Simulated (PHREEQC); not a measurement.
Solution (25 °C): 0.27 mol CdSO4, 0.21 mol H3BO3 and 0.0052 mol H2SO4 per kg of water. Closed to the air; pH follows from the charge balance.

Model: ion-association model, phreeqc.dat, run in PHREEQC.

This is a speciation only: nothing precipitates in the calculation.

Question: Predict the pH, ionic strength.

Answer: pH 2.45; ionic strength 0.454 mol/kgw.

Question: In which forms is Cd present?

Answer: Cd+2 42 %, CdSO4 38 %, Cd(SO4)2-2 20 % of the Cd.

Complexes and solids missing from the database can't appear.
